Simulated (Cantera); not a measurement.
Input (Python, Cantera) and output of one run.

```python
import numpy as np
import cantera as ct

gas_names = [...]  # 45 gases of nasa_gas.yaml made of Al, Cl, H, N, O
cond_names = """
    AL(cr) AL(L) ALCL3(s) ALCL3(L) ALN(s) AL2O3(a) AL2O3(L) H2O(s) H2O(L) NH4CL(a) NH4CL(b)
""".split()


# ... load() reads the species with a 1 bar reference pressure and builds the phases ...
atoms = {
    'AlCl3': {'AL': 1, 'CL': 3},
    'N2O': {'N': 2, 'O': 1},
    'H2': {'H': 2},
}
top_T = {'ALN(s)': 2750}  # K; cautious upper limits of use, not melting points


# ... equilibrate(T, P, feed) seeds the gas with the atoms and calls Mixture.equilibrate('TP', solver="vcs", rtol=1e-11, max_steps=5000) ...
results = []
T = 2175  # K
P = 4600  # Pa
for m in [32, 43, 57, 76, 100, 140, 180, 250, 330, 440, 590]:
    feed = {'AlCl3': 1, 'N2O': 17, 'H2': m}  # mol
    mix = equilibrate(T, P, feed)
    results.append((T, P, feed, dict(zip(mix.species_names, mix.species_moles))))
    x = sorted(zip(gas.X, gas.species_names), reverse=True)
    print(f"T = {T:g} K  P = {P:g} Pa  n(H2) = {m:g} mol  gas = {mix.phase_moles(0):.4g} mol")
    print("   x: " + "  ".join(f"{s} {v:.3e}" for v, s in x if v > 1e-05))
    print("   condensed (mol): " + ("  ".join(f"{mix.phase(i).name} {mix.phase_moles(i):.4g}"
          for i in range(1, mix.n_phases) if mix.phase_moles(i) > 1e-12) or "none"))
```

Result:

```
T = 2175 K  P = 4600 Pa  n(H2) = 32 mol  gas = 50.91 mol
   x: N2 3.339e-01  H2O 3.026e-01  H2 2.904e-01  HCL 5.715e-02  H 1.227e-02  CL 1.761e-03  OH 1.716e-03  NO 8.013e-05  O 5.081e-05  O2 2.239e-05
   condensed (mol): AL2O3(a) 0.4994
T = 2175 K  P = 4600 Pa  n(H2) = 43 mol  gas = 62.03 mol
   x: H2 4.131e-01  N2 2.740e-01  H2O 2.486e-01  HCL 4.713e-02  H 1.463e-02  CL 1.218e-03  OH 1.183e-03  NO 4.193e-05  O 2.935e-05
   condensed (mol): AL2O3(a) 0.4992
T = 2175 K  P = 4600 Pa  n(H2) = 57 mol  gas = 76.19 mol
   x: H2 5.177e-01  N2 2.231e-01  H2O 2.025e-01  HCL 3.846e-02  H 1.638e-02  CL 8.878e-04  OH 8.605e-04  NO 2.459e-05  O 1.908e-05  ALCL 1.313e-05
   condensed (mol): AL2O3(a) 0.4989
T = 2175 K  P = 4600 Pa  n(H2) = 76 mol  gas = 95.41 mol
   x: H2 6.101e-01  N2 1.782e-01  H2O 1.618e-01  HCL 3.076e-02  H 1.778e-02  CL 6.541e-04  OH 6.333e-04  ALCL 1.733e-05  NO 1.490e-05  O 1.293e-05
   condensed (mol): AL2O3(a) 0.4984
T = 2175 K  P = 4600 Pa  n(H2) = 100 mol  gas = 119.7 mol
   x: H2 6.845e-01  N2 1.420e-01  H2O 1.290e-01  HCL 2.454e-02  H 1.883e-02  CL 4.927e-04  OH 4.768e-04  ALCL 2.178e-05
   condensed (mol): AL2O3(a) 0.4977
T = 2175 K  P = 4600 Pa  n(H2) = 140 mol  gas = 160.1 mol
   x: H2 7.584e-01  N2 1.061e-01  H2O 9.648e-02  H 1.982e-02  HCL 1.835e-02  CL 3.499e-04  OH 3.387e-04  ALCL 2.791e-05
   condensed (mol): AL2O3(a) 0.4963
T = 2175 K  P = 4600 Pa  n(H2) = 180 mol  gas = 200.6 mol
   x: H2 8.026e-01  N2 8.474e-02  H2O 7.705e-02  H 2.039e-02  HCL 1.465e-02  CL 2.715e-04  OH 2.629e-04  ALCL 3.302e-05
   condensed (mol): AL2O3(a) 0.4948
T = 2175 K  P = 4600 Pa  n(H2) = 250 mol  gas = 271.4 mol
   x: H2 8.482e-01  N2 6.264e-02  H2O 5.699e-02  H 2.096e-02  HCL 1.081e-02  CL 1.950e-04  OH 1.892e-04  ALCL 4.052e-05  ALOH 1.090e-05
   condensed (mol): AL2O3(a) 0.4917
T = 2175 K  P = 4600 Pa  n(H2) = 330 mol  gas = 352.3 mol
   x: H2 8.778e-01  N2 4.825e-02  H2O 4.393e-02  H 2.133e-02  HCL 8.316e-03  CL 1.474e-04  OH 1.433e-04  ALCL 4.764e-05  ALOH 1.285e-05
   condensed (mol): AL2O3(a) 0.4875
T = 2175 K  P = 4600 Pa  n(H2) = 440 mol  gas = 463.6 mol
   x: H2 9.017e-01  N2 3.667e-02  H2O 3.343e-02  H 2.161e-02  HCL 6.302e-03  CL 1.102e-04  OH 1.076e-04  ALCL 5.588e-05  ALOH 1.513e-05
   condensed (mol): AL2O3(a) 0.4808
T = 2175 K  P = 4600 Pa  n(H2) = 590 mol  gas = 615.3 mol
   x: H2 9.203e-01  N2 2.763e-02  H2O 2.523e-02  H 2.184e-02  HCL 4.726e-03  CL 8.181e-05  OH 8.040e-05  ALCL 6.522e-05  ALOH 1.778e-05
   condensed (mol): AL2O3(a) 0.47
```

Cantera equilibrium calculation (NASA polynomials, part measured and part estimated; ideal gas, pure solids and liquids). The tables' values for AlOH are old estimates; treat these amounts as uncertain. Gases not in the tables: Al(OH)3.
